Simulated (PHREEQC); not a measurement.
A PHREEQC speciation (ion-association model, phreeqc.dat) at 25 °C gives pH 6.11 and these molalities:

| species | mol/kgw |
|---|---|
| Br- | 0.136 |
| CdBr+ | 0.104 |
| CdBr2 | 0.0399 |
| Cd+2 | 0.0164 |

### Question
What are the element totals, and what could have been dissolved in 1 kg of water to give them?

### Answer
Several could match; the one computed here: totals Br 0.320, Cd 0.160 mol/kgw, from 0.16 mol CdBr2 per kg of water.

Precipitation was switched off in this run. Species that the database lacks are ignored.
